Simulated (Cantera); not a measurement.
An isothermal, constant-pressure homogeneous reactor starts with 26.2 % C₂H₄, 65.6 % H₂, 8.14 % N₂, at 1573 K and 15.0 Torr.

Computed with Cantera and GRI-Mech 3.0 (53 species, 325 reactions). GRI-Mech 3.0 was tuned for natural gas; its chemistry of ethylene as a main component is partial and can be far from experiment. GRI-Mech 3.0 stops at C3 and has no aromatics, soot or wall deposition, so with more carbon than oxygen in the feed, carbon stays in small species such as C2H2 where larger ones or solid carbon would form. Radical loss at walls, strong at low pressure, is not modelled.

Question: Predict: x(C₂H₄) at 300 s; x(H₂) at 300 s; x(CH₂) at 300 s; x(C₂H) at 300 s; x(H) at 300 s; x(CH₄) at 300 s.

Answer: 
```json
{
 "x(C₂H₄) at 300 s": "0.000422 (gas-phase equilibrium 0.000375)",
 "x(H₂) at 300 s": "0.726 (gas-phase equilibrium 0.726)",
 "x(CH₂) at 300 s": "4.77e-9 (gas-phase equilibrium 4.50e-9)",
 "x(C₂H) at 300 s": "2.03e-7 (gas-phase equilibrium 1.81e-7)",
 "x(H) at 300 s": "0.000247 (gas-phase equilibrium 0.000247)",
 "x(CH₄) at 300 s": "0.00225 (gas-phase equilibrium 0.00212)"
}
```
